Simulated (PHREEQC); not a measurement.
Consider water at 20 °C with 150 mmol/kgw HCl, 170 mmol/kgw ZnSO4 and 0.66 mmol/kgw KCl. Closed to the air; pH follows from the charge balance.

The numbers come from PHREEQC with the ion-association model, phreeqc.dat.

Each row changes one thing in this solution. This is a speciation only: nothing precipitates in the calculation.

```
case                                         pH  ionic strength (mol/kgw)  Cl- (mol/kgw)  SI of Sylvite (KCl)
-----------------------------------------  ----  ------------------------  -------------  -------------------
as made                                    1.19                     0.471          0.142                -5.29
HCl from 0.15 to 0.75 mol/kgw              0.34                      1.01          0.678                -4.67
0.22 mol/kgw HNO3 added                    0.71                     0.699          0.142                -5.32
ZnSO4 left out                             0.92                     0.151          0.151                -5.14
KCl from 0.00066 to 0.000594 mol/kgw       1.19                     0.471          0.142                -5.34
KCl replaced by KHF2 at the same molality  1.19                     0.470          0.142                -5.30
diluted 2-fold with water                  1.44                     0.245         0.0727                -5.82
diluted 10-fold with water                 2.02                    0.0561         0.0149                -7.08
```

The ionic strength passes 0.7 mol/kgw, the rough limit of the ion-association models, in HCl from 0.15 to 0.75 mol/kgw. Complexes and solids missing from the database can't appear.
